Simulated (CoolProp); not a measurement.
A closed Brayton cycle with carbon dioxide: compressor inlet 327.15 K and 7.6 MPa, high pressure 25.2 MPa, turbine inlet 955 K, compressor efficiency 0.89, turbine efficiency 0.93, recuperator effectiveness 0 (on enthalpy, no pinch check). Each further row changes one setting.

Values from CoolProp's reference Helmholtz-energy equation of state, Span 1996.

```tsv
case	thermal efficiency (%)	net work (kJ/kg)	compressor to turbine work	compressor exit (K)	turbine exit (K)
as stated	17.8	121	0.35	432.4	794.6
turbine inlet 905 K	17.9	111	0.37	432.4	750.2
compressor inlet 337.15 K	17.5	115	0.39	447.6	794.6
high pressure 21.4 MPa	15.7	108	0.34	417.5	815.6
recuperator effectiveness 0.5	25.7	121	0.35	432.4	794.6
```
